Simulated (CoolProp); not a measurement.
Dodecamethylcyclohexasiloxane (D6) along the isotherm 620 K: fugacity coefficient from the reference equation and from simpler models built on Tc = 645.8 K, pc = 0.9614 MPa, ω = 0.736; each cubic takes its own stable root.

The numbers come from the reference Helmholtz-energy equation of state, Colonna 2008 in CoolProp. It is a short technical equation, of lower accuracy than the large ones.

```csv
p (MPa),phase,reference,van der Waals,Redlich-Kwong,Soave-Redlich-Kwong,Peng-Robinson
0.00456,gas,0.9977,0.9984,0.9982,0.9981,0.9979
0.0071,gas,0.9964,0.9976,0.9972,0.9970,0.9967
0.0111,gas,0.9944,0.9962,0.9956,0.9954,0.9949
0.0172,gas,0.9914,0.9941,0.9932,0.9928,0.9921
0.0268,gas,0.9866,0.9909,0.9893,0.9888,0.9877
0.0417,gas,0.9792,0.9858,0.9834,0.9826,0.9809
0.065,gas,0.9678,0.9779,0.9742,0.9729,0.9703
0.101,gas,0.9502,0.9657,0.9600,0.9580,0.9540
0.158,gas,0.9227,0.9464,0.9377,0.9345,0.9284
0.245,gas,0.8817,0.9169,0.9039,0.8988,0.8899
0.382,gas,0.8189,0.8706,0.8510,0.8431,0.8302
0.595,gas,0.7242,0.7974,0.7689,0.7559,0.7383
0.926,liquid,0.5151,0.6501,0.5984,0.5496,0.5313
1.44,liquid,0.3602,0.4747,0.4253,0.3879,0.3712
```
